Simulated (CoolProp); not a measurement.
A single-stage vapour-compression cycle with C2F6 (R116): evaporating at 235.15 K (dew point), condensing at 262.15 K (bubble point), superheat 5 K, subcooling 2 K, compressor efficiency 0.75, no pressure losses. Each further row changes one setting.

Model: reference Helmholtz-energy equation of state, Lemmon 2006, in CoolProp. It is a short technical equation, of lower accuracy than the large ones.

```tsv
case	cooling COP	pressure ratio	discharge temperature (K)	refrigerating effect (kJ/kg)	volumetric capacity (kJ/m³)
as stated	5.15	2.35	270.1	71.7	3350
evaporating temperature 240.15 K	6.68	1.98	269.5	74.0	4110
condensing temperature 257.15 K	6.68	2.03	264.6	77.7	3630
subcooling 7 K	5.59	2.35	270.1	77.8	3630
superheat 15 K	5.29	2.35	279.7	79.3	3470
compressor efficiency 0.65	4.46	2.35	272.4	71.7	3350
```
